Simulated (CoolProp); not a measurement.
Saturated liquid density (kg/m³) of ammonia: the reference equation beside estimates from Tc = 405.6 K, pc = 11.36 MPa, ω = 0.256. Rackett uses Z = 0.29056 − 0.08775 ω.

The numbers come from the reference Helmholtz-energy equation of state, Gao 2020 in CoolProp.

```tsv
T (K)	reference	Rackett	van der Waals	Redlich-Kwong	Soave-Redlich-Kwong	Peng-Robinson
229.5	694.2	603.8	361.8	534.5	549.0	618.9
240.1	681.3	592.9	355.7	524.0	539.7	608.9
250.7	668.1	581.7	349.3	513.1	529.7	598.2
261.2	654.6	570.3	342.8	501.7	519.3	586.9
271.8	640.5	558.4	335.9	489.6	508.0	574.7
282.4	625.8	546.0	328.6	476.8	496.0	561.5
292.9	610.8	533.3	321.1	463.4	483.2	547.5
303.5	594.8	519.9	313.1	449.1	469.4	532.2
314.1	578.1	505.9	304.6	433.8	454.5	515.6
324.7	560.3	491.1	295.6	417.6	438.3	497.4
335.2	541.5	475.4	286.0	400.3	420.7	477.6
345.8	521.1	458.4	275.5	381.3	401.3	455.4
356.4	498.6	439.9	264.0	360.7	379.7	430.6
366.9	473.5	419.4	251.2	337.9	355.6	402.6
```

Absolute difference from the reference over all 14 rows, mean and median: Rackett 12.5 and 12.6 %, van der Waals 47.4 and 47.4 %, Redlich-Kwong 24.9 and 24.3 %, Soave-Redlich-Kwong 21.7 and 21.0 %, Peng-Robinson 11.3 and 10.7 %.
